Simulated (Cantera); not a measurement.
Thermodynamics of titanium nitride, carbide and oxide coatings, feed Ti + H2O

A closed system holds: 1 mol Ti, 12 mol H2O, equilibrated at 1330 Pa.

Equilibrium computed with Cantera from the NASA thermochemical tables; the gas is ideal and each condensed phase is pure. Candidate condensed phases: H2O, Ti, TiO, TiO2, Ti2O3, Ti3O5, Ti4O7; 12 gas species. Gases not in the tables: TiO(OH)2. Equilibrium is a limit: real reactors are often held back by kinetics, nucleation or transport.

```
T (K)  log p H2O  log p H2  log p H  log p OH  log p O2  n TiO2(rutile)
-----  ---------  --------  -------  --------  --------  --------------
1148       -1.95     -2.65    -8.47    -10.00      <-13            1.00
1223       -1.95     -2.65    -7.85     -9.19      <-13            1.00
1298       -1.95     -2.65    -7.30     -8.49    -12.76            1.00
1373       -1.95     -2.65    -6.80     -7.85    -11.66            1.00
1448       -1.95     -2.65    -6.36     -7.29    -10.67            1.00
1523       -1.95     -2.65    -5.96     -6.77     -9.78            1.00
1598       -1.95     -2.65    -5.60     -6.31     -8.98            1.00
1673       -1.95     -2.65    -5.27     -5.89     -8.24            1.00
1748       -1.95     -2.65    -4.97     -5.50     -7.57           1.000
1823       -1.96     -2.65    -4.69     -5.15     -6.95           1.000
1898       -1.96     -2.66    -4.44     -4.82     -6.38           1.000
1973       -1.96     -2.66    -4.20     -4.52     -5.86           1.000
2048       -1.96     -2.66    -3.98     -4.24     -5.37           1.000
```
log p: log10 of the partial pressure in bar; n: condensed amount in mol.

From 1148 K to 2048 K the condensed part is TiO2(rutile).
